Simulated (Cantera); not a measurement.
Nitride etching: BN + O2 + H2

A closed system holds: 1 mol BN, 13 mol O2, 49 mol H2, held at 10.0 mbar.

Equilibrium computed with Cantera from the NASA thermochemical tables; the gas is ideal and each condensed phase is pure. Candidate condensed phases: B, BN, B2O3, B3O3H3, H2O; 39 gas species. Gases not in the tables: H3BO3. Equilibrium is a limit: real reactors are often held back by kinetics, nucleation or transport.

```json
[
 {"T (K)": "973", "x H2": "0.495", "x H2O": "0.493", "x HBO2": "0.000103", "x N2": "0.0101", "x (HBO2)3": "0.00111", "x H": "7.61e-9", "n B2O3(l)": "0.415"},
 {"T (K)": "1023", "x H2": "0.495", "x H2O": "0.494", "x HBO2": "0.000295", "x N2": "0.0101", "x (HBO2)3": "0.000862", "x H": "2.91e-8", "n B2O3(l)": "0.429"},
 {"T (K)": "1073", "x H2": "0.495", "x H2O": "0.494", "x HBO2": "0.000762", "x N2": "0.0101", "x (HBO2)3": "0.000682", "x H": "9.86e-8", "n B2O3(l)": "0.430"},
 {"T (K)": "1123", "x H2": "0.495", "x H2O": "0.493", "x HBO2": "0.00180", "x N2": "0.0101", "x (HBO2)3": "0.000548", "x H": "3.00e-7", "n B2O3(l)": "0.415"},
 {"T (K)": "1173", "x H2": "0.494", "x H2O": "0.491", "x HBO2": "0.00393", "x N2": "0.0101", "x (HBO2)3": "0.000446", "x H": "8.29e-7", "n B2O3(l)": "0.369"},
 {"T (K)": "1223", "x H2": "0.493", "x H2O": "0.488", "x HBO2": "0.00801", "x N2": "0.0101", "x (HBO2)3": "0.000367", "x H": "2.11e-6", "n B2O3(l)": "0.273"},
 {"T (K)": "1273", "x H2": "0.491", "x H2O": "0.483", "x HBO2": "0.0154", "x N2": "0.0100", "x (HBO2)3": "0.000303", "x H": "5.00e-6", "n B2O3(l)": "0.0940"},
 {"T (K)": "1323", "x H2": "0.490", "x H2O": "0.480", "x HBO2": "0.0197", "x N2": "0.0100", "x (HBO2)3": "8.89e-5", "x H": "1.11e-5", "n B2O3(l)": "0"},
 {"T (K)": "1373", "x H2": "0.490", "x H2O": "0.480", "x HBO2": "0.0199", "x N2": "0.0100", "x (HBO2)3": "1.48e-5", "x H": "2.33e-5", "n B2O3(l)": "0"},
 {"T (K)": "1423", "x H2": "0.490", "x H2O": "0.480", "x HBO2": "0.0199", "x N2": "0.01000", "x (HBO2)3": "2.75e-6", "x H": "4.65e-5", "n B2O3(l)": "0"},
 {"T (K)": "1473", "x H2": "0.490", "x H2O": "0.480", "x HBO2": "0.0199", "x N2": "0.01000", "x (HBO2)3": "5.73e-7", "x H": "8.86e-5", "n B2O3(l)": "0"},
 {"T (K)": "1523", "x H2": "0.490", "x H2O": "0.480", "x HBO2": "0.0199", "x N2": "0.01000", "x (HBO2)3": "1.33e-7", "x H": "0.000162", "n B2O3(l)": "0"},
 {"T (K)": "1573", "x H2": "0.490", "x H2O": "0.480", "x HBO2": "0.0199", "x N2": "0.01000", "x (HBO2)3": "3.39e-8", "x H": "0.000285", "n B2O3(l)": "0"},
 {"T (K)": "1623", "x H2": "0.490", "x H2O": "0.480", "x HBO2": "0.0199", "x N2": "0.01000", "x (HBO2)3": "9.46e-9", "x H": "0.000484", "n B2O3(l)": "0"}
]
```
x: gas mole fraction; n: condensed amount in mol.

From 973 K to 1273 K the condensed part is B2O3(l). From 1323 K to 1623 K nothing is condensed.
